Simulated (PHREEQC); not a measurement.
0.043 g of hydrous ferric oxide (600 m²/g; 0.2 weak and 0.005 strong sites per Fe, Dzombak-Morel constants, diffuse double layer) in 1 kg of water with 0.3 mol/kgw of an inert sodium salt and 6.5e-05 mol/kgw SrCl2, 4.4e-07 mol/kgw Ag2SO4 and 1.4e-06 mol/kgw MgCl2, at 25 °C; the pH is set by adding NaOH or the inert anion's acid. Oxygen alone is held at its pressure in air (log pO2 = -0.68). The system is closed to CO2. Precipitation was switched off in this run.

Base run: PHREEQC, ion-association model, wateq4f.dat. Each further column changes one thing. The table gives Ag sorbed (%).

```csv
pH,base,no electrostatic term (-no_edl),background salt from 0.3 to 0.03 mol/kgw,oxide from 0.043 to 0.21 g/kgw,1.8e-05 mol/kgw NaF added
4,0.0,0.0,0.0,0.0,0.0
5,0.1,0.0,0.2,0.4,0.1
6,1.6,0.1,2.3,…,1.6
7,16.6,…,…,49.9,16.6
8,50.7,…,47.5,85.6,50.7
9,55.3,84.2,41.3,88.6,55.3
10,74.7,93.3,69.7,96.0,74.7
```

### Question
What belongs in the gaps?

### Answer

- 6, oxide from 0.043 to 0.21 g/kgw: 7.6
- 7, no electrostatic term (-no_edl): 5.8
- 7, background salt from 0.3 to 0.03 mol/kgw: 18.7
- 8, no electrostatic term (-no_edl): 45.0
